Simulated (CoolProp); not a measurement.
A simple Rankine cycle with n-hexane: condensing at 289.15 K, boiler at 1.25 MPa, turbine inlet 452.7 K, turbine efficiency 0.9, pump efficiency 0.6, no recuperator. Each further row changes one setting.

The numbers come from the reference Helmholtz-energy equation of state, Thol 2019 in CoolProp.

```tsv
case	thermal efficiency (%)	net work (kJ/kg)	heat in (kJ/kg)	turbine exit temperature (K)	volume ratio over the turbine
as stated	22.0	144	652	365.1	103
turbine inlet 472.7 K	21.7	154	707	387.3	97.4
condensing temperature 281.15 K	23.2	155	670	359.0	149
boiler pressure 0.875 MPa	20.7	139	670	376.2	65.2
turbine efficiency 0.8	19.5	127	652	373.3	105
```
